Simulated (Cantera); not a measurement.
A Cantera script and what it prints.

```python
import numpy as np
import cantera as ct

gas_names = """
    CL CL2 H HCL H2 Si SiCL SiCL2 SiCL3 SiCL4 SiH SiHCL3 SiH2 SiH2CL2 SiH3 SiH3CL SiH4 Si2 Si3
""".split()
cond_names = """
    Si(cr) Si(L)
""".split()


# ... load() reads the species with a 1 bar reference pressure and builds the phases ...
atoms = {
    'SiCl4': {'Si': 1, 'CL': 4},
    'Cl2': {'CL': 2},
    'H2': {'H': 2},
}
top_T = {}  # K; cautious upper limits of use, not melting points


# ... equilibrate(T, P, feed) seeds the gas with the atoms and calls Mixture.equilibrate('TP', solver="vcs", rtol=1e-11, max_steps=5000) ...
results = []
feed = {'SiCl4': 1, 'Cl2': 0.67, 'H2': 13}  # mol
P = 100000  # Pa
for T in [1098, 1123, 1148, 1173, 1198, 1223, 1248, 1273, 1298, 1323, 1348, 1373, 1398, 1423]:
    mix = equilibrate(T, P, feed)
    results.append((T, P, feed, dict(zip(mix.species_names, mix.species_moles))))

top = {s: max(r[3][s] / sum(r[3][g] for g in gas_names) for r in results) for s in gas_names}
cols = sorted((s for s in top if top[s] > 1e-06), key=lambda s: -top[s])[:6]
seen = [c for c in cond_names if any(r[3].get(c, 0) > 1e-12 for r in results)]
print("log10 of partial pressures in bar; condensed amounts in mol")
print(f"{'T/K':>10s}" + "".join(f"{s[:9]:>10s}" for s in cols + seen))
for T, P, feed, n in results:
    ng = sum(n[g] for g in gas_names)
    print(f"{T:10.4g}" + "".join(f"{np.log10(max(n[s] / ng * P / 1e5, 1e-99)):10.3f}" for s in cols)
          + "".join(f"{n.get(c, 0):10.4g}" for c in seen))
```

Result:

```
log10 of partial pressures in bar; condensed amounts in mol
       T/K        H2       HCL     SiCL4     SiCL2    SiHCL3     SiCL3
      1098    -0.080    -1.003    -1.220    -4.345    -2.134    -3.356
      1123    -0.080    -0.997    -1.230    -4.052    -2.079    -3.188
      1148    -0.081    -0.990    -1.240    -3.776    -2.029    -3.030
      1173    -0.082    -0.983    -1.253    -3.517    -1.985    -2.882
      1198    -0.083    -0.975    -1.267    -3.274    -1.946    -2.744
      1223    -0.084    -0.965    -1.283    -3.047    -1.913    -2.616
      1248    -0.086    -0.954    -1.302    -2.836    -1.887    -2.498
      1273    -0.087    -0.942    -1.324    -2.642    -1.867    -2.391
      1298    -0.089    -0.928    -1.350    -2.464    -1.856    -2.295
      1323    -0.091    -0.913    -1.379    -2.303    -1.852    -2.210
      1348    -0.094    -0.896    -1.414    -2.158    -1.857    -2.136
      1373    -0.097    -0.879    -1.453    -2.029    -1.870    -2.074
      1398    -0.100    -0.860    -1.499    -1.915    -1.892    -2.022
      1423    -0.103    -0.841    -1.550    -1.815    -1.921    -1.981
```

Cantera equilibrium calculation (NASA polynomials, part measured and part estimated; ideal gas, pure solids and liquids). The tables' values for SiCl3 are old estimates; treat these amounts as uncertain.
